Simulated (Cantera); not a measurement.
A Cantera script and what it prints.

```python
import numpy as np
import cantera as ct

gas_names = """
    H HO2 H2 H2O H2O2 O OH O2 O3 Ti TiO TiO2
""".split()
cond_names = """
    H2O(s) H2O(L) Ti(a) Ti(b) Ti(L) TiO(a) TiO(b) TiO(L) TiO2(ru) TiO2(L) Ti2O3(a) Ti2O3(b) Ti2O3(L)
    Ti3O5(a) Ti3O5(b) Ti3O5(L) Ti4O7(s) Ti4O7(L)
""".split()


# ... load() reads the species with a 1 bar reference pressure and builds the phases ...
atoms = {
    'TiO2': {'Ti': 1, 'O': 2},
    'H2': {'H': 2},
}
top_T = {}  # K; cautious upper limits of use, not melting points


# ... equilibrate(T, P, feed) seeds the gas with the atoms and calls Mixture.equilibrate('TP', solver="vcs", rtol=1e-11, max_steps=5000) ...
results = []
feed = {'TiO2': 1, 'H2': 2.1}  # mol
T = 1198.15  # K
P = 10000  # Pa
mix = equilibrate(T, P, feed)
results.append((T, P, feed, dict(zip(mix.species_names, mix.species_moles))))
x = sorted(zip(gas.X, gas.species_names), reverse=True)
print(f"T = {T:g} K  P = {P:g} Pa  gas = {mix.phase_moles(0):.4g} mol")
print("   x: " + "  ".join(f"{s} {v:.3e}" for v, s in x if v > 1e-05))
print("   condensed (mol): " + ("  ".join(f"{mix.phase(i).name} {mix.phase_moles(i):.4g}"
      for i in range(1, mix.n_phases) if mix.phase_moles(i) > 1e-12) or "none"))
```

It prints:

```
T = 1198.15 K  P = 10000 Pa  gas = 2.1 mol
   x: H2 9.990e-01  H2O 1.040e-03
   condensed (mol): TiO2(ru) 0.9913  Ti4O7(s) 0.002184
```

These are equilibrium values from Cantera (NASA tables, ideal gas, pure condensed phases), not measurements of a reactor. Mutual solubility and eutectic melting of coexisting phases are not modelled. Condensed phases not in the tables: Magnéli phases beyond Ti4O7.
